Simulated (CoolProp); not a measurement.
Carbonyl sulfide along the isobar 3710 kPa: Z from the reference equation and from simpler models built on Tc = 378.8 K, pc = 6369 kPa, ω = 0.098; each cubic takes its own stable root.

Values from CoolProp's reference Helmholtz-energy equation of state, Lemmon 2006. It is a short technical equation, of lower accuracy than the large ones.

```csv
T (K),phase,reference
140.1,liquid,0.1424
154.3,liquid,0.1320
168.5,liquid,0.1234
182.7,liquid,0.1164
196.9,liquid,0.1104
211.1,liquid,0.1054
225.3,liquid,0.1013
239.5,liquid,0.09779
253.7,liquid,0.09494
267.9,liquid,0.09269
282.1,liquid,0.09102
296.3,liquid,0.08998
310.5,liquid,0.08965
324.7,liquid,0.09028
```

### Question
How far does each simpler model (van der Waals, Soave-Redlich-Kwong) lie from the reference over these 14 states: mean and median of the absolute difference, and the worst?

### Answer
- van der Waals: mean 55.2 %, median 54.9 %, worst +57.3 % at 140.1 K and 3710 kPa
- Soave-Redlich-Kwong: mean 6.4 %, median 5.8 %, worst +10.5 % at 324.7 K and 3710 kPa
